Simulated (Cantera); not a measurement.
An isothermal, constant-pressure homogeneous reactor starts with 0.921 % H2, 99.1 % O2, at 1450 K and 0.00120 bar.

Computed with Cantera and the H2/O2 subset of GRI-Mech 3.0, which has no nitrogen chemistry. Radical loss at walls, strong at low pressure, is not modelled.

Question: Predict: x(H2) at 100 s; x(O2) at 100 s; x(O) at 100 s; x(OH) at 100 s; x(H) at 100 s.

Answer: 
- x(H2) at 100 s = 1.16e-5 (gas-phase equilibrium 2.54e-7)
- x(O2) at 100 s = 0.988 (gas-phase equilibrium 0.991)
- x(O) at 100 s = 0.00276 (gas-phase equilibrium 5.81e-5)
- x(OH) at 100 s = 0.000810 (gas-phase equilibrium 0.000120)
- x(H) at 100 s = 4.46e-5 (gas-phase equilibrium 1.39e-7)
